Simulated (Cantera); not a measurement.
Charge: 1 mol Cu2O, 12 mol H2, 34 mol N2, held at 52000 Pa.

Method: chemical equilibrium by Gibbs-energy minimisation in Cantera with the NASA 1993 tables (ideal gas, pure condensed phases). Candidate condensed phases: Cu, CuO, Cu(OH)2, Cu2O, H2O; 27 gas species. Rates play no part.

x: gas mole fraction; n: condensed amount in mol.

```csv
T (°C),x N2,x H2,x Cu,x H2O,x H,n Cu(s),n Cu(l)
727,0.739,0.239,3.00e-11,0.0217,___,2.00,0
927,0.739,0.239,2.36e-8,0.0217,___,2.00,0
1127,0.739,0.239,2.59e-6,0.0217,___,0,2.00
1327,0.739,0.239,7.65e-5,0.0217,___,0,2.00
1527,0.738,0.239,0.00104,0.0217,___,0,1.95
1727,0.733,0.236,0.00828,0.0215,___,0,1.61
1927,0.707,0.227,0.0410,0.0207,___,0,0
```

Q: Some entries are withheld; supply them.

A: 
- 727, x H: 1.54e-9
- 927, x H: 1.34e-7
- 1127, x H: 3.30e-6
- 1327, x H: 3.69e-5
- 1527, x H: 0.000243
- 1727, x H: 0.00110
- 1927, x H: 0.00372
